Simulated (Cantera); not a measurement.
An isothermal, constant-pressure homogeneous reactor starts with NO : N2 = 1 : 1.7 (molar parts), at 1898 K and 8300 Pa. Integrator tolerance rtol = 1e-08.

Detailed kinetics in Cantera: GRI-Mech 3.0 (53 species, 325 reactions).

### Question
What does this change do: temperature 1898 to 2125 K?

### Answer
```json
[
 {"quantity": "x(NO) at 2.00 s", "before": "0.336 (gas-phase equilibrium 0.00541)", "after": "0.0852 (gas-phase equilibrium 0.00993)"},
 {"quantity": "x(O2) at 2.00 s", "before": "0.0171 (gas-phase equilibrium 0.182)", "after": "0.141 (gas-phase equilibrium 0.179)"},
 {"quantity": "x(O) at 2.00 s", "before": "0.000160 (gas-phase equilibrium 0.000437)", "after": "0.00219 (gas-phase equilibrium 0.00244)"},
 {"quantity": "x(N2O) at 2.00 s", "before": "4.44e-5 (gas-phase equilibrium 8.98e-8)", "after": "2.53e-6 (gas-phase equilibrium 1.62e-7)"},
 {"quantity": "x(NO2) at 2.00 s", "before": "6.02e-5 (gas-phase equilibrium 3.00e-6)", "after": "2.84e-5 (gas-phase equilibrium 3.73e-6)"},
 {"quantity": "x(N2) at 2.00 s", "before": "0.647 (gas-phase equilibrium 0.812)", "after": "0.771 (gas-phase equilibrium 0.809)"}
]
```
